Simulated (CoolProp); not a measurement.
Vapour-liquid equilibrium of R22 (1) + R113 (2) at 286.7 K; x and y are mole fractions of (1).

The numbers come from the multi-fluid Helmholtz-energy mixture model, Kamei 1995 and Marx 1992; pair parameters Bell 2016 in CoolProp.

| x | bubble pressure, mixture model (MPa) | bubble pressure, Raoult's law (MPa) | y, mixture model | y, Raoult's law |
|---|---|---|---|---|
| 0.05 | 0.06894 | 0.06440 | 0.607 | 0.587 |
| 0.2 | 0.1969 | 0.1737 | 0.877 | 0.871 |
| 0.35 | 0.3184 | 0.2830 | 0.933 | 0.936 |
| 0.5 | 0.4254 | 0.3923 | 0.958 | 0.964 |
| 0.65 | 0.5205 | 0.5016 | 0.972 | 0.980 |
| 0.8 | 0.6134 | 0.6109 | 0.984 | 0.991 |
| 0.95 | 0.7171 | 0.7202 | 0.996 | 0.998 |

The largest gap from Raoult's law is +13.4 % in bubble pressure, at x = 0.2. No azeotrope shows between x = 0.05 and 0.95.

Pair parameters are fitted to limited data, so mixtures are less certain than the pure fluids. The gap from Raoult's law changes sign with composition, which may be real or a fault of the pair parameters; it wasn't checked against measurements.
